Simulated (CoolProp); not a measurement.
Model: reference Helmholtz-energy equation of state, Gao 2022, in CoolProp.

Problem. For n-perfluorohexane, give the phase and the Z, cp (kJ/(kg K)), speed of sound (m/s), isothermal compressibility (1/MPa) at 55.65 °C and 20.8 bar; 79.85 °C and 20.8 bar; 152.65 °C and 20.8 bar.

Solution. 
- 55.65 °C and 20.8 bar: liquid; Z 0.161, cp 1.09, speed of sound 448, isothermal compressibility 0.00381
- 79.85 °C and 20.8 bar: liquid; Z 0.158, cp 1.13, speed of sound 382, isothermal compressibility 0.00552
- 152.65 °C and 20.8 bar: liquid; Z 0.167, cp 1.31, speed of sound 163, isothermal compressibility 0.0406
